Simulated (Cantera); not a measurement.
Input (Python, Cantera) and output of one run.

```python
import numpy as np
import cantera as ct

gas_names = """
    CL CL2 H HCL H2 Si SiCL SiCL2 SiCL3 SiCL4 SiH SiHCL3 SiH2 SiH2CL2 SiH3 SiH3CL SiH4 Si2 Si3
""".split()
cond_names = """
    Si(cr) Si(L)
""".split()


# ... load() reads the species with a 1 bar reference pressure and builds the phases ...
atoms = {
    'SiCl4': {'Si': 1, 'CL': 4},
    'H2': {'H': 2},
}
top_T = {}  # K; cautious upper limits of use, not melting points


# ... equilibrate(T, P, feed) seeds the gas with the atoms and calls Mixture.equilibrate('TP', solver="vcs", rtol=1e-11, max_steps=5000) ...
results = []
feed = {'SiCl4': 1, 'H2': 10}  # mol
T = 1575  # K
P = 10000  # Pa
mix = equilibrate(T, P, feed)
results.append((T, P, feed, dict(zip(mix.species_names, mix.species_moles))))
x = sorted(zip(gas.X, gas.species_names), reverse=True)
print(f"T = {T:g} K  P = {P:g} Pa  gas = {mix.phase_moles(0):.4g} mol")
print("   x: " + "  ".join(f"{s} {v:.3e}" for v, s in x if v > 1e-05))
print("   condensed (mol): " + ("  ".join(f"{mix.phase(i).name} {mix.phase_moles(i):.4g}"
      for i in range(1, mix.n_phases) if mix.phase_moles(i) > 1e-12) or "none"))
```

Result:

```
T = 1575 K  P = 10000 Pa  gas = 11.93 mol
   x: H2 7.592e-01  HCL 1.568e-01  SiCL2 7.446e-02  SiCL3 6.673e-03  SiCL4 1.565e-03  SiHCL3 1.011e-03  H 1.145e-04  SiH2CL2 1.078e-04  CL 1.880e-05
   condensed (mol): none
```

Method: chemical equilibrium by Gibbs-energy minimisation in Cantera with the NASA 1993 tables (ideal gas, pure condensed phases). The tables' values for SiCl3 are old estimates; treat these amounts as uncertain.
